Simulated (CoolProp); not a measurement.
Vapour-liquid equilibrium of R143a (1) + R134a (2) at 271.2 K; x and y are mole fractions of (1).

Values from CoolProp's multi-fluid Helmholtz-energy mixture model, Lemmon and Jacobsen 2000 and Tillner-Roth 1994; pair parameters Lemmon 2004.

Problem. Give the bubble pressure and the first vapour's composition at x = 0.05, 0.45, 0.65. Is there an azeotrope?

Solution. x = 0.05: 0.2876 MPa, y = 0.095; x = 0.45: 0.4090 MPa, y = 0.614; x = 0.65: 0.4711 MPa, y = 0.781. No azeotrope shows between x = 0.05 and 0.95.

The pair parameters rest on a limited set of measurements; away from them the model extrapolates.
